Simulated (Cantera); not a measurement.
A freely propagating, adiabatic, planar premixed flame of CH₄ : O₂ : N₂ = 1 : 1.33 : 5.01 (molar parts), equivalence ratio 1.5, unburnt at 550 K and 10.0 bar; mixture-averaged transport, grid criteria slope 0.08 and curve 0.16, no radiation.

Cantera simulation using GRI-Mech 3.0 (53 species, 325 reactions); the numbers are that mechanism's predictions, not measurements. Burning velocities carry a grid error of a few per cent, more on coarse grids.

Task: How do the results move with these cheaper or finer settings: unity-Lewis-number transport; multicomponent transport; multicomponent+Soret transport; grid criteria slope 0.5, curve 1; grid criteria slope 0.25, curve 0.5; grid criteria slope 0.03, curve 0.06?

Result: 
| setting | laminar burning velocity | thermal thickness | peak x(C₂H₂) | peak x(CH₂CO) | grid points |
|---|---|---|---|---|---|
| as above | 19.5 cm/s | 0.148 mm | 0.00461 | 0.000612 | 135 |
| unity-Lewis-number transport | 14.9 cm/s | 0.175 mm | 0.00405 | 0.000485 | 129 |
| multicomponent transport | 19.6 cm/s | 0.150 mm | 0.00463 | 0.000620 | 137 |
| multicomponent+Soret transport | 19.5 cm/s | 0.149 mm | 0.00444 | 0.000616 | 135 |
| grid criteria slope 0.5, curve 1 | 21.4 cm/s | 0.162 mm | 0.00454 | 0.000619 | 32 |
| grid criteria slope 0.25, curve 0.5 | 20.8 cm/s | 0.153 mm | 0.00452 | 0.000612 | 53 |
| grid criteria slope 0.03, curve 0.06 | 19.1 cm/s | 0.146 mm | 0.00461 | 0.000612 | 331 |
The base run took roughly 11 core-seconds.
Unity Lewis numbers drop preferential diffusion, which matters most where H2 and H carry the flame; Soret adds thermal diffusion.
